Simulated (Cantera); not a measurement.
A closed system holds: 1 mol Fe, 0.035 mol H₂O, at 8.80 bar.

These are equilibrium values from Cantera (NASA tables, ideal gas, pure condensed phases), not measurements of a reactor. Candidate condensed phases: Fe, FeO, Fe(OH)₂, Fe(OH)₃, Fe₂O₃, Fe₃O₄, H₂O; 12 gas species. Mutual solubility and eutectic melting of coexisting phases are not modelled. The tables' stoichiometric FeO is somewhat more stable than real wüstite, so its field is too wide. FeO: taken at fixed stoichiometry. Equilibrium is a limit: real reactors are often held back by kinetics, nucleation or transport.

Which condensed phases are stable at each of these points (T (K)): 1148, 1198, 1248, 1298, 1348, 1398, 1448, 1498, 1548, 1598, 1648, 1698?


```
T (K)  condensed phases  Fe condensed (%)
-----  ----------------  ----------------
1148     Fe(α) + FeO(s)             100.0
1198     Fe(γ) + FeO(s)             100.0
1248     Fe(γ) + FeO(s)             100.0
1298     Fe(γ) + FeO(s)             100.0
1348     Fe(γ) + FeO(s)             100.0
1398     Fe(γ) + FeO(s)             100.0
1448     Fe(γ) + FeO(s)             100.0
1498     Fe(γ) + FeO(s)             100.0
1548     Fe(γ) + FeO(s)             100.0
1598     Fe(γ) + FeO(s)             100.0
1648     Fe(γ) + FeO(s)             100.0
1698     Fe(δ) + FeO(l)             100.0
```

At 1148 K the condensed part is Fe(α) + FeO(s). From 1198 K to 1648 K the condensed part is Fe(γ) + FeO(s). At 1698 K the condensed part is Fe(δ) + FeO(l).
